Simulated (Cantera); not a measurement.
A closed system holds: 1 mol CCl₄, held at 3573 K and 2.50 mbar.

Cantera equilibrium calculation (NASA polynomials, part measured and part estimated; ideal gas, pure solids and liquids). Candidate condensed phases: C; 14 gas species. The tables' values for CCl are old estimates; treat these amounts as uncertain. Rates play no part.

Base state: Cl 0.826, C 0.151, C₂ 0.0137, C₃ 0.00934, CCl 4.46e-5 (mole fractions); condensed: gas only.

Task: What changes in the equilibrium state with this change: temperature from 3573 K to 2250 K?

Result: 
| species | before | after |
|---|---|---|
| Cl | 0.826 | 0.999 |
| Cl₂ | 3.57e-6 | 0.000836 |
| C₃ | 0.00934 | 2.60e-6 |
| C | 0.151 | 1.46e-6 |
| C₂ | 0.0137 | 2.29e-7 |
| CCl | 4.46e-5 | 5.30e-7 |
| C(graphite), mol | 0 | 1.000 |
